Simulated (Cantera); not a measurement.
An adiabatic, constant-volume homogeneous reactor starts with CH4 : O2 : N2 = 1 : 1 : 3.76 (molar parts), at 1375 K and 1.90 bar. Integrator tolerance rtol = 1e-08.

Model: GRI-Mech 3.0 (53 species, 325 reactions), integrated in Cantera.

Question: What does this change do: N2 3.76 to 5 parts?

Answer: 
| quantity | before | after |
|---|---|---|
| time of steepest temperature rise | 3.75 ms | 4.88 ms |
| temperature at 0.400 s | 2699 K | 2550 K |
| equilibrium temperature | 2699 K | 2550 K |
| x(CH4) at 0.400 s | 1.20e-10 (gas-phase equilibrium 1.35e-10) | 1.09e-10 (gas-phase equilibrium 1.23e-10) |
| x(O2) at 0.400 s | 3.17e-5 (gas-phase equilibrium 3.17e-5) | 9.20e-6 (gas-phase equilibrium 9.20e-6) |
| x(C2H) at 0.400 s | <1e-12 (gas-phase equilibrium <1e-12) | <1e-12 (gas-phase equilibrium <1e-12) |
| x(CH2O) at 0.400 s | 3.69e-8 (gas-phase equilibrium 3.69e-8) | 2.44e-8 (gas-phase equilibrium 2.44e-8) |
| x(CH2) at 0.400 s | 1.68e-11 (gas-phase equilibrium 1.83e-11) | 5.83e-12 (gas-phase equilibrium 6.42e-12) |

Question: What does this change do: initial temperature 1375 to 975 K?

Answer: 
```
quantity                                                              before                                    after
---------------------------------  -----------------------------------------  ---------------------------------------
time of steepest temperature rise                                    3.75 ms                              not reached
temperature at 0.400 s                                                2699 K                                    976 K
equilibrium temperature                                               2699 K                                   2409 K
x(CH4) at 0.400 s                  1.20e-10 (gas-phase equilibrium 1.35e-10)   0.173 (gas-phase equilibrium 7.14e-10)
x(O2) at 0.400 s                     3.17e-5 (gas-phase equilibrium 3.17e-5)    0.174 (gas-phase equilibrium 1.62e-6)
x(C2H) at 0.400 s                      <1e-12 (gas-phase equilibrium <1e-12)    <1e-12 (gas-phase equilibrium <1e-12)
x(CH2O) at 0.400 s                   3.69e-8 (gas-phase equilibrium 3.69e-8)  7.78e-5 (gas-phase equilibrium 4.72e-8)
x(CH2) at 0.400 s                  1.68e-11 (gas-phase equilibrium 1.83e-11)  <1e-12 (gas-phase equilibrium 6.30e-12)
```
Below about 1000 K GRI-Mech 3.0 lacks low-temperature oxidation paths.

Question: What does this change do: initial temperature 1375 to 1475 K?

Answer: 
| quantity | before | after |
|---|---|---|
| time of steepest temperature rise | 3.75 ms | 1.20 ms |
| temperature at 0.400 s | 2699 K | 2764 K |
| equilibrium temperature | 2699 K | 2764 K |
| x(CH4) at 0.400 s | 1.20e-10 (gas-phase equilibrium 1.35e-10) | 8.68e-11 (gas-phase equilibrium 9.75e-11) |
| x(O2) at 0.400 s | 3.17e-5 (gas-phase equilibrium 3.17e-5) | 5.61e-5 (gas-phase equilibrium 5.61e-5) |
| x(C2H) at 0.400 s | <1e-12 (gas-phase equilibrium <1e-12) | <1e-12 (gas-phase equilibrium <1e-12) |
| x(CH2O) at 0.400 s | 3.69e-8 (gas-phase equilibrium 3.69e-8) | 3.50e-8 (gas-phase equilibrium 3.50e-8) |
| x(CH2) at 0.400 s | 1.68e-11 (gas-phase equilibrium 1.83e-11) | 2.07e-11 (gas-phase equilibrium 2.25e-11) |
